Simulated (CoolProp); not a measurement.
Vapour-liquid equilibrium of R125 (1) + propylene (2) at 1.3 MPa; x and y are mole fractions of (1).

Computed with CoolProp (multi-fluid Helmholtz-energy mixture model, Lemmon 2005 and Lemmon 2013; pair parameters Bell 2016).

```json
[
 {"x": "0.05", "bubble temperature, mixture model (K)": "300.0", "bubble temperature, Raoult's law (K)": "302.6", "y, mixture model": "0.099", "y, Raoult's law": "0.059"},
 {"x": "0.2", "bubble temperature, mixture model (K)": "294.5", "bubble temperature, Raoult's law (K)": "301.4", "y, mixture model": "0.299", "y, Raoult's law": "0.231"},
 {"x": "0.35", "bubble temperature, mixture model (K)": "291.8", "bubble temperature, Raoult's law (K)": "300.3", "y, mixture model": "0.426", "y, Raoult's law": "0.392"},
 {"x": "0.5", "bubble temperature, mixture model (K)": "290.7", "bubble temperature, Raoult's law (K)": "299.2", "y, mixture model": "0.528", "y, Raoult's law": "0.544"},
 {"x": "0.65", "bubble temperature, mixture model (K)": "290.6", "bubble temperature, Raoult's law (K)": "298.2", "y, mixture model": "0.631", "y, Raoult's law": "0.689"},
 {"x": "0.8", "bubble temperature, mixture model (K)": "291.7", "bubble temperature, Raoult's law (K)": "297.2", "y, mixture model": "0.754", "y, Raoult's law": "0.827"},
 {"x": "0.95", "bubble temperature, mixture model (K)": "294.5", "bubble temperature, Raoult's law (K)": "296.3", "y, mixture model": "0.925", "y, Raoult's law": "0.958"}
]
```

The largest gap from Raoult's law is -8.5 K in bubble temperature, at x = 0.5. y crosses x between x = 0.5 and 0.65: the model has an azeotrope there.

Pair parameters are fitted to limited data, so mixtures are less certain than the pure fluids.
